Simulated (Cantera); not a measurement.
## Thermodynamics of iron carbonyl, mercury and lead vapours, feed PbO + CO + H2

Feed: 1 mol PbO, 0.15 mol CO, 0.83 mol H2, at 1223 K and 100 Torr.

Cantera equilibrium calculation (NASA polynomials, part measured and part estimated; ideal gas, pure solids and liquids). Candidate condensed phases: C, C6H6, C7H8, C8H18, H2O, Pb, PbO, PbO2, Pb3O4; 113 gas species. Each liquid is taken as pure. Mutual solubility and eutectic melting of coexisting phases are not modelled. Gases not in the tables: (PbO)n polymers. Kinetics and transport are ignored.

| Property | Result |
|---|---|
| x(H2O) | 0.840 |
| x(CO2) | 0.152 |
| x(Pb) | 0.00681 |
| x(PbO) | 0.000814 |
| x(H2) | 0.000286 |
| x(CO) | 7.55e-5 |
| n(Pb(l)) | 0.973 mol |
| n(PbO(l)) | 0.0196 mol |
| gas amount | 0.9875 mol |
| log10 activity of C(graphite) (absent) | -10.16 |
